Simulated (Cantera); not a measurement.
Input: 1 mol Si3H8, 0.023 mol Cl2, 430 mol H2, equilibrated at 0.230 bar.

Method: chemical equilibrium by Gibbs-energy minimisation in Cantera with the NASA 1993 tables (ideal gas, pure condensed phases). Candidate condensed phases: Si; 19 gas species. The feed counts by its element totals alone. Kinetics and transport are ignored. All values below are at 1323 K.

Base state: H2 1.000, HCl 0.000106 (mole fractions); condensed: Si(s).

**Question.** What changes in the equilibrium state with this change: Cl2 from 0.023 to 0.51 mol?

**Answer.** 
```
species       before    after
----------  --------  -------
H2             1.000    0.998
HCl         0.000106  0.00232
SiCl2        3.07e-8  1.47e-5
Si(s), mol      3.00     2.99
```
